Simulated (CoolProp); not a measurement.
Computed with CoolProp (reference Helmholtz-energy equation of state, Lemmon 2006). It is a short technical equation, of lower accuracy than the large ones.

For acetone, give the phase and the density (kg/m³), cp (kJ/(kg K)) at 275.9 K and 93.8 bar; 275.9 K and 313 bar.


- 275.9 K and 93.8 bar: liquid; density 817, cp 2.08
- 275.9 K and 313 bar: liquid; density 832, cp 2.06
